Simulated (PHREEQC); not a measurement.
## Silver or lead bath: speciation

Consider water at 25 °C with 0.053 mol/kgw AgF, 4.1e-05 mol/kgw HF and 0.0008 mol/kgw Na2SO4. It is in equilibrium with CO2 at log p = -1 (atm). Otherwise closed; pH follows from the charge balance.

The numbers come from PHREEQC with the ion-association model, wateq4f.dat.

Each row changes one thing in this solution. No solid was allowed to form.

```
case                                          pH  ionic strength (mol/kgw)  F- (mol/kgw)  HCO3- (mol/kgw)  HF (mol/kgw)  HF2- (mol/kgw)
------------------------------------------  ----  ------------------------  ------------  ---------------  ------------  --------------
as made                                     5.27                    0.0513        0.0490         0.000341      0.000315         5.99e-5
AgF from 0.053 to 0.0477 mol/kgw            5.25                    0.0466        0.0443         0.000321      0.000303         5.21e-5
diluted 10-fold with water                  4.85                   0.00549       0.00515         0.000115    (withheld)         2.00e-6
diluted 5-fold with water                   4.97                    0.0109        0.0103         0.000157      0.000147         5.81e-6
Na2SO4 left out                             5.27                    0.0493        0.0490         0.000341      0.000315         5.99e-5
AgF replaced by NaHF2 at the same molality  3.16                    0.0551        0.0461       (withheld)        0.0379         0.00679
```

**Question.** Some entries are withheld; supply them.

**Answer.** 
- diluted 10-fold with water, HF (mol/kgw): 0.000101
- AgF replaced by NaHF2 at the same molality, HCO3- (mol/kgw): 2.66e-6

Complexes and solids missing from the database can't appear.
